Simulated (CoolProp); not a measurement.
A simple Rankine cycle with water: condensing at 298.15 K, boiler at 0.104 MPa, turbine inlet 378.9 K, turbine efficiency 0.9, pump efficiency 0.8, no recuperator. Each further row changes one setting.

Values from CoolProp's reference Helmholtz-energy equation of state, Wagner 2002.

| case | thermal efficiency (%) | net work (kJ/kg) | heat in (kJ/kg) | turbine exit temperature (K) | volume ratio over the turbine |
|---|---|---|---|---|---|
| as stated | 17.2 | 444 | 2580 | 298.1 | 22.9 |
| turbine inlet 398.9 K | 17.3 | 452 | 2620 | 298.1 | 22.0 |
| condensing temperature 290.15 K | 18.9 | (withheld) | 2620 | 290.1 | (withheld) |
| boiler pressure 0.0728 MPa | (withheld) | 401 | 2590 | 298.1 | 16.3 |
| turbine efficiency 0.8 | 15.3 | 395 | 2580 | 298.1 | 23.4 |

Problem. Some entries are withheld; supply them.

Solution. 
- condensing temperature 290.15 K, net work (kJ/kg): 495
- condensing temperature 290.15 K, volume ratio over the turbine: 35.9
- boiler pressure 0.0728 MPa, thermal efficiency (%): 15.5

The expansion ends wet for: as stated; turbine inlet 398.9 K; condensing temperature 290.15 K; boiler pressure 0.0728 MPa; turbine efficiency 0.8.
